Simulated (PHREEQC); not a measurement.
Dissolve 130 mmol/kgw H2SO4 and 0.46 mmol/kgw NiSO4 at 25 °C. Closed to the air; pH follows from the charge balance.

Model: ion-association model, wateq4f.dat, run in PHREEQC.

Each row changes one thing in this solution. This is a speciation only: nothing precipitates in the calculation.

```json
[
 {"case": "as made", "pH": "0.91", "ionic strength (mol/kgw)": "0.175", "HSO4- (mol/kgw)": "0.108", "SO4-2 (mol/kgw)": "0.0220", "Ni+2 (mol/kgw)": "0.000327", "NiSO4 (mol/kgw)": "0.000133", "SI of Morenosite (NiSO4:7H2O)": "-3.80", "SI of Ni(OH)2 (Ni(OH)2)": "-12.95"},
 {"case": "0.012 mol/kgw KHF2 added", "pH": "0.94", "ionic strength (mol/kgw)": "0.177", "HSO4- (mol/kgw)": "0.106", "SO4-2 (mol/kgw)": "0.0233", "Ni+2 (mol/kgw)": "0.000323", "NiSO4 (mol/kgw)": "0.000137", "SI of Morenosite (NiSO4:7H2O)": "-3.79", "SI of Ni(OH)2 (Ni(OH)2)": "-12.90"},
 {"case": "NiSO4 from 0.00046 to 9.2e-05 mol/kgw", "pH": "0.91", "ionic strength (mol/kgw)": "0.174", "HSO4- (mol/kgw)": "0.108", "SO4-2 (mol/kgw)": "0.0219", "Ni+2 (mol/kgw)": "6.55e-5", "NiSO4 (mol/kgw)": "2.65e-5", "SI of Morenosite (NiSO4:7H2O)": "-4.50", "SI of Ni(OH)2 (Ni(OH)2)": "-13.65"},
 {"case": "H2SO4 left out", "pH": "6.62", "ionic strength (mol/kgw)": "0.00174", "HSO4- (mol/kgw)": "8.89e-9", "SO4-2 (mol/kgw)": "0.000435", "Ni+2 (mol/kgw)": "0.000434", "NiSO4 (mol/kgw)": "2.54e-5", "SI of Morenosite (NiSO4:7H2O)": "-4.52", "SI of Ni(OH)2 (Ni(OH)2)": "-1.01"},
 {"case": "diluted 10-fold with water", "pH": "1.77", "ionic strength (mol/kgw)": "0.0257", "HSO4- (mol/kgw)": "0.00670", "SO4-2 (mol/kgw)": "0.00634", "Ni+2 (mol/kgw)": "3.37e-5", "NiSO4 (mol/kgw)": "1.23e-5", "SI of Morenosite (NiSO4:7H2O)": "-4.84", "SI of Ni(OH)2 (Ni(OH)2)": "-12.00"},
 {"case": "H2SO4 from 0.13 to 0.026 mol/kgw", "pH": "1.52", "ionic strength (mol/kgw)": "0.0462", "HSO4- (mol/kgw)": "0.0165", "SO4-2 (mol/kgw)": "0.00979", "Ni+2 (mol/kgw)": "0.000325", "NiSO4 (mol/kgw)": "0.000135", "SI of Morenosite (NiSO4:7H2O)": "-3.80", "SI of Ni(OH)2 (Ni(OH)2)": "-11.59"},
 {"case": "diluted 2-fold with water", "pH": "1.18", "ionic strength (mol/kgw)": "0.0968", "HSO4- (mol/kgw)": "0.0494", "SO4-2 (mol/kgw)": "0.0158", "Ni+2 (mol/kgw)": "0.000161", "NiSO4 (mol/kgw)": "6.86e-5", "SI of Morenosite (NiSO4:7H2O)": "-4.09", "SI of Ni(OH)2 (Ni(OH)2)": "-12.67"},
 {"case": "NiSO4 from 0.00046 to 4.6e-05 mol/kgw", "pH": "0.91", "ionic strength (mol/kgw)": "0.174", "HSO4- (mol/kgw)": "0.108", "SO4-2 (mol/kgw)": "0.0219", "Ni+2 (mol/kgw)": "3.27e-5", "NiSO4 (mol/kgw)": "1.33e-5", "SI of Morenosite (NiSO4:7H2O)": "-4.81", "SI of Ni(OH)2 (Ni(OH)2)": "-13.96"},
 {"case": "NiSO4 from 0.00046 to 0.000506 mol/kgw", "pH": "0.92", "ionic strength (mol/kgw)": "0.175", "HSO4- (mol/kgw)": "0.108", "SO4-2 (mol/kgw)": "0.0220", "Ni+2 (mol/kgw)": "0.000360", "NiSO4 (mol/kgw)": "0.000146", "SI of Morenosite (NiSO4:7H2O)": "-3.76", "SI of Ni(OH)2 (Ni(OH)2)": "-12.91"}
]
```

Species that the database lacks are ignored. wateq4f.dat counts part of the HF as a dimer, H2F2, which phreeqc.dat doesn't know; its constant is uncertain.
